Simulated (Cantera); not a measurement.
Input: 1 mol Si, 0.38 mol HCl, 4.6 mol N2, at 5.20 bar.

Equilibrium computed with Cantera from the NASA thermochemical tables; the gas is ideal and each condensed phase is pure. Candidate condensed phases: NH4Cl, Si, Si3N4; 28 gas species. N2 is the only nitrogen source here; it is nearly inert below about 1500 K, so the nitride shown seldom forms there in practice. Equilibrium is a limit: real reactors are often held back by kinetics, nucleation or transport. All values below are at 850 K.

Base state: N2 0.922, HCl 0.0456, H2 0.0214, SiCl4 0.0107, NH3 2.90e-5 (mole fractions); condensed: Si3N4(s).

Q: What changes in the equilibrium state with this change: N2 from 4.6 to 0.85 mol?

A: 
| species | before | after |
|---|---|---|
| N2 | 0.922 | 0.415 |
| HCl | 0.0456 | 0.238 |
| H2 | 0.0214 | 0.231 |
| SiCl4 | 0.0107 | 0.116 |
| NH3 | 2.90e-5 | 0.000689 |
| SiHCl3 | 8.33e-6 | 0.000186 |
| Si3N4(s), mol | 0.318 | 0.312 |
